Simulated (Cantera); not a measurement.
Feed: 1 mol B2H6, 2.2 mol N2, a varied amount of H2O, at 1452 °C and 0.100 bar.

Equilibrium computed with Cantera from the NASA thermochemical tables; the gas is ideal and each condensed phase is pure. Candidate condensed phases: B, BN, B2O3, B3O3H3, H2O; 39 gas species. The feed counts by its element totals alone. Mutual solubility and eutectic melting of coexisting phases are not modelled. Equilibrium is a limit: real reactors are often held back by kinetics, nucleation or transport.

x: gas mole fraction; n: condensed amount in mol.

| n(H2O) (mol) | x H2 | x N2 | x H2O | x HBO2 | x HBO | x B2O3 | n BN(s) | n B2O3(l) |
|---|---|---|---|---|---|---|---|---|
| 1.6 | 0.689 | 0.266 | 0.00146 | 0.0163 | 0.0141 | 0.0115 | 0.938 | [?] |
| 2 | 0.691 | 0.264 | 0.00146 | 0.0163 | 0.0142 | 0.0115 | 0.672 | [?] |
| 2.5 | 0.693 | 0.262 | 0.00146 | 0.0163 | 0.0142 | 0.0115 | 0.339 | [?] |
| 2.9 | 0.694 | 0.261 | 0.00146 | 0.0163 | 0.0142 | 0.0115 | 0.0728 | [?] |
| 3.4 | 0.664 | 0.245 | 0.0180 | 0.0572 | 0.00387 | 0.0115 | 0 | [?] |
| 3.9 | 0.618 | 0.227 | 0.0476 | 0.0931 | 0.00221 | 0.0115 | 0 | [?] |
| 4.3 | 0.586 | 0.215 | 0.0713 | 0.114 | 0.00172 | 0.0115 | 0 | [?] |
| 4.8 | 0.551 | 0.202 | 0.0992 | 0.134 | 0.00137 | 0.0115 | 0 | [?] |
| 5.2 | 0.526 | 0.193 | 0.120 | 0.148 | 0.00119 | 0.0115 | 0 | [?] |
| 5.7 | 0.503 | 0.185 | 0.153 | 0.149 | 0.000897 | 0.00915 | 0 | 0 |
| 6.2 | 0.483 | 0.177 | 0.185 | 0.146 | 0.000697 | 0.00727 | 0 | 0 |
| 6.6 | 0.468 | 0.172 | 0.210 | 0.143 | 0.000586 | 0.00618 | 0 | 0 |
| 7.1 | 0.450 | 0.165 | 0.239 | 0.139 | 0.000483 | 0.00516 | 0 | 0 |

**Question.** What belongs in the gaps?

**Answer.** 
- 1.6, n B2O3(l): 0.348
- 2, n B2O3(l): 0.465
- 2.5, n B2O3(l): 0.612
- 2.9, n B2O3(l): 0.730
- 3.4, n B2O3(l): 0.621
- 3.9, n B2O3(l): 0.427
- 4.3, n B2O3(l): 0.292
- 4.8, n B2O3(l): 0.137
- 5.2, n B2O3(l): 0.0207
